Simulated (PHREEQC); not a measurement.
A solution holds 0.73 mol/kgw HCl, 4.2 mol/kgw CaCl2 and 0.22 mol/kgw KBr, at 31 °C. Closed to the air; pH follows from the charge balance.

Equilibrium calculation in PHREEQC: Pitzer model, pitzer.dat.

```csv
quantity,before,after
pH,-1.56,-1.17
SI of Portlandite (Ca(OH)2),-23.39,-22.74
```

Question: What was changed between the two runs?
A. KBr left out
B. HCl from 0.73 to 0.146 mol/kgw
C. KBr from 0.22 to 0.022 mol/kgw
D. HCl from 0.73 to 0.365 mol/kgw
E. diluted 5-fold with water

Answer: D, HCl from 0.73 to 0.365 mol/kgw

This is a speciation only: nothing precipitates in the calculation. In brines, pH and single-ion activities rest on the MacInnes convention.
